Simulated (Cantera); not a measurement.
A Cantera script and its output.

```python
import numpy as np
import cantera as ct

gas = ct.Solution("h2o2.yaml")


def delay(T, t_max=10):
    gas.TPX = T, 101325, {'H2': 1, 'O2': 0.926, 'N2': 3.43}
    reactor = ct.IdealGasConstPressureReactor(gas, clone=False)
    net = ct.ReactorNet([reactor])
    net.rtol, net.atol = 1e-8, 1e-16
    while net.time < t_max:
        t_old, T_old = net.time, reactor.T
        net.step()
        if reactor.T > T + 400:  # ignition: a rise of 400 K
            return t_old + (T + 400 - T_old) / (reactor.T - T_old) * (net.time - t_old)
    return np.nan


taus = []
for T in [1048, 1148, 1248, 1348, 1448, 1548, 1648, 1748, 1848]:
    taus.append(delay(T))
    print(f"T0 = {T:6g} K   tau = {taus[-1]:.4e} s")
```

Result:

```
T0 =   1048 K   tau = 1.4660e-04 s
T0 =   1148 K   tau = 6.5668e-05 s
T0 =   1248 K   tau = 4.0173e-05 s
T0 =   1348 K   tau = 2.9177e-05 s
T0 =   1448 K   tau = 2.4174e-05 s
T0 =   1548 K   tau = 2.2273e-05 s
T0 =   1648 K   tau = 2.2254e-05 s
T0 =   1748 K   tau = 2.3533e-05 s
T0 =   1848 K   tau = 2.5816e-05 s
```

Computed with Cantera and the H2/O2 subset of GRI-Mech 3.0, which has no nitrogen chemistry. Where the delays flatten at high temperature, the 400 K rule measures the pace of heat release, not the induction time.
